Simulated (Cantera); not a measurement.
# Premixed flame

A freely propagating, adiabatic, planar premixed flame of H₂ : O₂ : N₂ : H₂O = 1 : 0.25 : 0.94 : 0.2 (molar parts), equivalence ratio 2.0, unburnt at 348 K and 1.00 bar; mixture-averaged transport, grid criteria slope 0.08 and curve 0.16, no radiation.

Computed with Cantera and the H2/O2 subset of GRI-Mech 3.0, which has no nitrogen chemistry. Burning velocities carry a grid error of a few per cent, more on coarse grids.

```
z (mm)   T (K)  u (m/s)   x H₂      x O₂      x H      x OH       x O     x HO₂
-------  -----  -------  -----  --------  -------  --------  --------  --------
-0.948     348     3.06  0.418     0.105    <1e-8     <1e-8     <1e-8     <1e-8
-0.632     348     3.06  0.418     0.105    <1e-8     <1e-8     <1e-8     <1e-8
-0.474     348     3.06  0.418     0.105    <1e-8     <1e-8     <1e-8     <1e-8
-0.316     348     3.06  0.418     0.105    <1e-8     <1e-8   1.04e-8   2.39e-7
-0.158     373     3.24  0.411     0.106  1.61e-6   5.64e-6   1.26e-6   9.18e-5
-0.0790    585     4.95  0.384     0.102  0.00120  0.000625   7.34e-5  0.000475
0          965     7.96  0.331    0.0827   0.0129  0.000843  0.000649  0.000165
0.0790    1254     10.2  0.269    0.0488   0.0334   0.00167   0.00187   6.92e-5
0.158     1420     11.5  0.226    0.0200   0.0479   0.00245   0.00179   2.56e-5
0.316     1557     12.6  0.204   0.00250   0.0506   0.00282  0.000770   2.96e-6
0.632     1658     13.3  0.208  0.000350   0.0400   0.00280  0.000442   4.34e-7
1.26      1746     13.9  0.215  0.000168   0.0280   0.00242  0.000249   2.19e-7
2.53      1817     14.4  0.221   7.57e-5   0.0181   0.00181  0.000115   1.08e-7
```
x: mole fraction of selected species; z is measured from the peak of heat release.

```
Quantity                     Value
------------------------  --------
laminar burning velocity  306 cm/s
thermal thickness         0.316 mm
peak x(H)                   0.0519
peak x(OH)                 0.00286
peak x(O)                  0.00202
peak x(HO₂)               0.000532
```
